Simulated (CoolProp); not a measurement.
A simple Rankine cycle with R245fa: condensing at 302.15 K, boiler at 1.45 MPa, turbine inlet 439 K, turbine efficiency 0.85, pump efficiency 0.7, no recuperator. Each further row changes one setting.

The numbers come from the reference Helmholtz-energy equation of state, Akasaka 2015 in CoolProp.

```json
[
 {"case": "as stated", "thermal efficiency (%)": "13.3", "net work (kJ/kg)": "41.5", "heat in (kJ/kg)": "313", "turbine exit temperature (K)": "387.4", "volume ratio over the turbine": "8.38"},
 {"case": "condensing temperature 294.15 K", "thermal efficiency (%)": "14.6", "net work (kJ/kg)": "47.3", "heat in (kJ/kg)": "324", "turbine exit temperature (K)": "381.3", "volume ratio over the turbine": "11.1"},
 {"case": "boiler pressure 1.01 MPa", "thermal efficiency (%)": "11.3", "net work (kJ/kg)": "35.9", "heat in (kJ/kg)": "318", "turbine exit temperature (K)": "397.7", "volume ratio over the turbine": "5.72"},
 {"case": "turbine efficiency 0.75", "thermal efficiency (%)": "11.6", "net work (kJ/kg)": "36.5", "heat in (kJ/kg)": "313", "turbine exit temperature (K)": "392.3", "volume ratio over the turbine": "8.49"}
]
```
